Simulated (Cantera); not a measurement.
Charge: 1 mol TEOS, 4.6 mol NO, a varied amount of N2, at 1725 K and 1.00 Torr.

Cantera equilibrium calculation (NASA polynomials, part measured and part estimated; ideal gas, pure solids and liquids). Candidate condensed phases: C, C6H6, C7H8, C8H18, H2O, Si, SiC, SiO2, Si2N2O, Si3N4; 151 gas species. The feed counts by its element totals alone. Kinetics and transport are ignored.

**Question.** At 140 mol N2, list the 5 most abundant gas species with their mole fractions, and the condensed phases.

**Answer.** N2 0.884, H2 0.0614, CO 0.0484, SiO 0.00504, H 0.00126. Condensed: SiC(s).
